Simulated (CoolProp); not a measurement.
Properties of octamethylcyclotetrasiloxane (D4) at several states (Tc = 313.4 °C, pc = 1347 kPa, ω = 0.598).

Values from CoolProp's reference Helmholtz-energy equation of state, Thol 2015.

```
T (°C)  p (kPa)   phase  cp (kJ/(kg K))  cv (kJ/(kg K))  speed of sound (m/s)  isothermal compressibility (1/MPa)
------  -------  ------  --------------  --------------  --------------------  ----------------------------------
184.05       35     gas             [?]           1.670                 111.6                               29.28
172.65     57.9     gas           1.680           1.645                   [?]                               18.09
234.95     2450  liquid             [?]           1.848                 357.3                             0.01298
159.75     3280  liquid           1.941           1.674                 552.8                                 [?]
229.95      241     gas           1.847           1.791                 104.6                                 [?]
291.05     1250  liquid           2.461           1.978                 158.5                             0.08955
```

Task: Complete the blanks.

Result: 
- 184.05, cp (kJ/(kg K)): 1.702
- 172.65, speed of sound (m/s): 107.9
- 234.95, cp (kJ/(kg K)): 2.127
- 159.75, isothermal compressibility (1/MPa): 0.004737
- 229.95, isothermal compressibility (1/MPa): 4.825
